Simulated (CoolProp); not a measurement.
Computed with CoolProp (reference Helmholtz-energy equation of state, Lemmon 2006). It is a short technical equation, of lower accuracy than the large ones.

Question: Give the vapour pressure (MPa), vapour Z, liquid viscosity (µPa s) of saturated toluene at 306.5, 362.3, 380.9 K.

Answer: 
| T (K) | p (MPa) | vapour Z | liquid viscosity (µPa s) |
|---|---|---|---|
| 306.5 | 0.00577 | 0.995 | 500 |
| 362.3 | 0.0528 | 0.974 | 294 |
| 380.9 | 0.0934 | 0.962 | 254 |

Viscosity comes from a separate model (Avgeri 2015).
